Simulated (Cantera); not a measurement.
Feed: 1 mol Fe, a varied amount of CO₂, 2.4 mol H₂, held at 1027 °C and 10.0 Torr.

Equilibrium computed with Cantera from the NASA thermochemical tables; the gas is ideal and each condensed phase is pure. Candidate condensed phases: C, C₆H₆, C₇H₈, C₈H₁₈, Fe, Fe(CO)₅, FeO, Fe(OH)₂, Fe(OH)₃, Fe₂O₃, Fe₃O₄, H₂O; 114 gas species. Mutual solubility and eutectic melting of coexisting phases are not modelled. The tables' stoichiometric FeO is somewhat more stable than real wüstite, so its field is too wide. FeO: taken at fixed stoichiometry. Kinetics and transport are ignored.

Task: Which condensed phases are stable at each of these points (n(CO₂) (mol)): 1.5, 1.9, 2.4, 3, 3.7, 4.6, 5.8, 7.3, 9.1, 11, 14, 18?

Result: 
| n(CO₂) (mol) | condensed phases | Fe condensed (%) |
|---|---|---|
| 1.5 | Fe(γ) + FeO(s) | 100.0 |
| 1.9 | FeO(s) | 100.0 |
| 2.4 | FeO(s) | 100.0 |
| 3 | FeO(s) | 100.0 |
| 3.7 | FeO(s) | 100.0 |
| 4.6 | FeO(s) | 100.0 |
| 5.8 | FeO(s) | 100.0 |
| 7.3 | FeO(s) | 100.0 |
| 9.1 | FeO(s) | 100.0 |
| 11 | FeO(s) | 100.0 |
| 14 | FeO(s) | 100.0 |
| 18 | FeO(s) | 100.0 |

At 1.5 mol CO₂ the condensed part is Fe(γ) + FeO(s). From 1.9 mol CO₂ to 18 mol CO₂ the condensed part is FeO(s).
